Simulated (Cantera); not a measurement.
A closed system holds: 1 mol Pb, 1.9 mol NH3, 8 mol N2, 0.02 mol H2S, equilibrated at 1300 K and 75.0 Torr.

These are equilibrium values from Cantera (NASA tables, ideal gas, pure condensed phases), not measurements of a reactor. Candidate condensed phases: Pb, PbS, S; 18 gas species. Kinetics and transport are ignored.

Base state: N2 0.736, H2 0.236, Pb 0.0262, PbS 0.00152, H2S 0.000128 (mole fractions); condensed: Pb(l).

Problem. What changes in the equilibrium state with this change: pressure from 75.0 Torr to 1 atm?

Solution. 
```json
[
 {"species": "N2", "before": "0.736", "after": "0.755"},
 {"species": "H2", "before": "0.236", "after": "0.241"},
 {"species": "Pb", "before": "0.0262", "after": "0.00259"},
 {"species": "NH3", "before": "1.22e-6", "after": "1.29e-5"},
 {"species": "H2S", "before": "0.000128", "after": "0.000787"},
 {"species": "PbS", "before": "0.00152", "after": "0.000898"},
 {"species": "Pb(l), mol", "before": "0.662", "after": "0.959"}
]
```

Problem. What changes in the equilibrium state with this change: temperature from 1300 K to 1848.15 K?

Solution. 
| species | before | after |
|---|---|---|
| N2 | 0.736 | 0.698 |
| H2 | 0.236 | 0.223 |
| Pb | 0.0262 | 0.0766 |
| H | 1.70e-6 | 0.000793 |
| SH | 4.88e-7 | 4.08e-5 |
| Pb(l), mol | 0.662 | 0 |
